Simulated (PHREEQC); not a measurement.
Make-up at 25 °C: 0.35 mol H2SO4, 0.315 mol K2SO4 and 0.0052 mol H3BO3 per kg of water. Closed to the air; pH follows from the charge balance.

Computed with PHREEQC (ion-association model, phreeqc.dat).

Precipitation was switched off in this run.

Problem. What pH does the model give?

Solution. pH 0.75.

Problem. In which forms is K present?

Solution. K+ 88 %, KSO4- 12 % of the K.

Caution: at this ionic strength the ion-association model is outside its range; a Pitzer model would be the better tool where its parameters exist.
